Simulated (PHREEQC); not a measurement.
0.012 g of hydrous ferric oxide (600 m²/g; 0.2 weak and 0.005 strong sites per Fe, Dzombak-Morel constants, diffuse double layer) in 1 kg of water with 0.05 mol/kgw of an inert sodium salt and 1.4e-06 mol/kgw Na2HAsO4, at 25 °C; the pH is set by adding NaOH or the inert anion's acid. Oxygen is held at 0.21 atm. The system is closed to CO2. Precipitation was switched off in this run.

Computed with PHREEQC (ion-association model, wateq4f.dat).

Problem. Predict surface charge σ (C/m²), surface potential ψ (mV) at pH = 6, 8.

Solution. 
| pH | surface charge σ (C/m²) | surface potential ψ (mV) |
|---|---|---|
| 6 | 0.074 | 91 |
| 8 | -0.004 | -8 |

Species that the database lacks are ignored.
